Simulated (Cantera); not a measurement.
A Cantera script and what it prints.

```python
import numpy as np
import cantera as ct

gas_names = [...]  # 87 gases of nasa_gas.yaml made of C, H, Si
cond_names = """
    C(gr) C6H6(L) C7H8(L) C8H18(L),n-octa Si(cr) Si(L) SiC(b)
""".split()


# ... load() reads the species with a 1 bar reference pressure and builds the phases ...
atoms = {
    'Si(CH3)4': {'Si': 1, 'C': 4, 'H': 12},
    'C2H2': {'C': 2, 'H': 2},
    'H2': {'H': 2},
}
top_T = {'C(gr)': 4500, 'SiC(b)': 3050}  # K; cautious upper limits of use, not melting points


# ... equilibrate(T, P, feed) seeds the gas with the atoms and calls Mixture.equilibrate('TP', solver="vcs", rtol=1e-11, max_steps=5000) ...
results = []
feed = {'Si(CH3)4': 1, 'C2H2': 0.77, 'H2': 270}  # mol
T = 1900  # K
P = 38000  # Pa
mix = equilibrate(T, P, feed)
results.append((T, P, feed, dict(zip(mix.species_names, mix.species_moles))))
x = sorted(zip(gas.X, gas.species_names), reverse=True)
print(f"T = {T:g} K  P = {P:g} Pa  gas = {mix.phase_moles(0):.4g} mol")
print("   x: " + "  ".join(f"{s} {v:.3e}" for v, s in x if v > 1e-06))
print("   condensed (mol): " + ("  ".join(f"{mix.phase(i).name} {mix.phase_moles(i):.4g}"
      for i in range(1, mix.n_phases) if mix.phase_moles(i) > 1e-12) or "none"))
```

Output:

```
T = 1900 K  P = 38000 Pa  gas = 276.9 mol
   x: H2 9.981e-01  H 1.286e-03  C2H2,acetylene 3.811e-04  CH4 2.128e-04  CH3 5.494e-06  SiH2 2.162e-06  C2H4 1.755e-06  Si 1.233e-06
   condensed (mol): C(gr) 4.269  SiC(b) 0.9989
```

Cantera equilibrium calculation (NASA polynomials, part measured and part estimated; ideal gas, pure solids and liquids).
